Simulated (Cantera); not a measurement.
Charge: 1 mol B₂O₃, 10 mol H₂, 0.23 mol H₂O, at 10.0 mbar.

Method: chemical equilibrium by Gibbs-energy minimisation in Cantera with the NASA 1993 tables (ideal gas, pure condensed phases). Candidate condensed phases: B, B₂O₃, B₃O₃H₃, H₂O; 23 gas species. Gases not in the tables: H₃BO₃. Kinetics and transport are ignored.

log p: log10 of the partial pressure in bar; n: condensed amount in mol.

```json
[
 {"T (K)": "900", "log p H₂": "-2.01", "log p HBO₂": "-7.42", "log p H₂O": "-3.65", "log p B₂O₃": "-13.80", "log p HBO": "-11.76", "n B₂O₃(l)": "1.000"},
 {"T (K)": "975", "log p H₂": "-2.01", "log p HBO₂": "-6.64", "log p H₂O": "-3.65", "log p B₂O₃": "-12.01", "log p HBO": "-10.45", "n B₂O₃(l)": "1.000"},
 {"T (K)": "1050", "log p H₂": "-2.01", "log p HBO₂": "___", "log p H₂O": "-3.65", "log p B₂O₃": "___", "log p HBO": "___", "n B₂O₃(l)": "0.999"},
 {"T (K)": "1125", "log p H₂": "-2.01", "log p HBO₂": "___", "log p H₂O": "-3.65", "log p B₂O₃": "___", "log p HBO": "___", "n B₂O₃(l)": "0.998"},
 {"T (K)": "1200", "log p H₂": "-2.01", "log p HBO₂": "-4.91", "log p H₂O": "-3.66", "log p B₂O₃": "-8.04", "log p HBO": "-7.54", "n B₂O₃(l)": "0.994"},
 {"T (K)": "1275", "log p H₂": "-2.01", "log p HBO₂": "-4.49", "log p H₂O": "-3.68", "log p B₂O₃": "-7.04", "log p HBO": "-6.79", "n B₂O₃(l)": "0.983"},
 {"T (K)": "1350", "log p H₂": "-2.01", "log p HBO₂": "-4.13", "log p H₂O": "-3.73", "log p B₂O₃": "-6.15", "log p HBO": "-6.12", "n B₂O₃(l)": "0.960"},
 {"T (K)": "1425", "log p H₂": "-2.01", "log p HBO₂": "-3.83", "log p H₂O": "-3.82", "log p B₂O₃": "-5.37", "log p HBO": "-5.50", "n B₂O₃(l)": "0.918"},
 {"T (K)": "1500", "log p H₂": "-2.02", "log p HBO₂": "-3.61", "log p H₂O": "-3.98", "log p B₂O₃": "-4.66", "log p HBO": "-4.90", "n B₂O₃(l)": "0.842"}
]
```

Q: Some entries are withheld; supply them.

A: 
- 1050, log p HBO₂: -5.97
- 1050, log p B₂O₃: -10.49
- 1050, log p HBO: -9.34
- 1125, log p HBO₂: -5.40
- 1125, log p B₂O₃: -9.18
- 1125, log p HBO: -8.38
